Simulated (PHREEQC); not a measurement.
0.24 g of hydrous ferric oxide (600 m²/g; 0.2 weak and 0.005 strong sites per Fe, Dzombak-Morel constants, diffuse double layer) in 1 kg of water with 0.005 mol/kgw of an inert sodium salt and 0.052 mmol/kgw BaCl2, at 25 °C; the pH is set by adding NaOH or the inert anion's acid. Oxygen alone is held at its pressure in air (log pO2 = -0.68). No CO2 enters from the air. Precipitation was switched off in this run.

Computed with PHREEQC (ion-association model, wateq4f.dat).

| pH | Ba sorbed (%) | surface charge σ (C/m²) | surface potential ψ (mV) |
|---|---|---|---|
| 3 | 0.0 | 0.305 | 214 |
| 3.67 | 0.0 | 0.224 | 202 |
| 4.33 | 0.0 | 0.149 | 183 |
| 5 | 0.0 | 0.091 | 158 |
| 5.67 | 0.0 | 0.052 | 129 |
| 6.33 | 0.1 | 0.027 | 97 |
| 7 | 1.6 | 0.013 | 62 |
| 7.67 | 12.3 | 0.005 | 27 |
| 8.33 | 24.3 | -0.001 | -8 |
| 9 | 32.8 | -0.008 | -44 |
| 9.67 | 71.4 | -0.018 | -76 |
| 10.33 | 96.8 | -0.034 | -107 |
| 11 | 99.7 | -0.066 | -137 |

The oxide is taken as insoluble; below pH 4 it would dissolve.
